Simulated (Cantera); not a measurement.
Charge: 1 mol AlN, 0.13 mol H2O, at 1200 K and 1.20 bar.

Method: chemical equilibrium by Gibbs-energy minimisation in Cantera with the NASA 1993 tables (ideal gas, pure condensed phases). Candidate condensed phases: Al, AlN, Al2O3, H2O; 35 gas species. Mutual solubility and eutectic melting of coexisting phases are not modelled. Equilibrium is a limit: real reactors are often held back by kinetics, nucleation or transport.

Base state: H2 0.750, N2 0.250, NH3 7.45e-5 (mole fractions); condensed: AlN(s) + Al2O3(s).

What changes in the equilibrium state with this change: AlN replaced by Al2O3?


| species | before | after |
|---|---|---|
| H2O | 1.87e-6 | 1.000 |
| H2 | 0.750 | 6.55e-6 |
| N2 | 0.250 | 0 |
| NH3 | 7.45e-5 | 0 |
| AlN(s), mol | 0.913 | 0 |
| Al2O3(s), mol | 0.0433 | 1.00 |
